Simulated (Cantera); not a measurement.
Input: 1 mol PbO, 0.23 mol H2, held at 600 °C and 0.000470 bar.

These are equilibrium values from Cantera (NASA tables, ideal gas, pure condensed phases), not measurements of a reactor. Candidate condensed phases: H2O, Pb, PbO, PbO2, Pb3O4; 12 gas species. Rates play no part.

Base state: H2O 0.999, Pb 0.00136, H2 8.88e-5 (mole fractions); condensed: Pb(l) + PbO(yellow).

### Question
What changes in the equilibrium state with this change: PbO replaced by Fe(CO)5?

### Answer
| species | before | after |
|---|---|---|
| CO | 0 | 0.951 |
| H2 | 8.88e-5 | 0.0441 |
| CO2 | 0 | 0.00481 |
| H2O | 0.999 | 8.36e-5 |
| Pb | 0.00136 | 0 |
| Pb(l), mol | 0.230 | 0 |
| PbO(yellow), mol | 0.770 | 0 |
| C(graphite), mol | 0 | 0.0254 |
| Fe(α), mol | 0 | 1.00 |
Condensed phases not in the tables: cementite and carbon dissolved in iron. Further candidate phases: C, C6H6, C7H8, C8H18, Fe, Fe(CO)5, FeO, Fe(OH)2, Fe(OH)3, Fe2O3, Fe3O4.

### Question
What changes in the equilibrium state with this change: pressure from 0.000470 bar to 0.133 bar?

### Answer
| species | before | after |
|---|---|---|
| H2O | 0.999 | 1.000 |
| H2 | 8.88e-5 | 8.89e-5 |
| Pb | 0.00136 | 4.79e-6 |
| Pb(l), mol | 0.230 | 0.230 |
| PbO(yellow), mol | 0.770 | 0.770 |
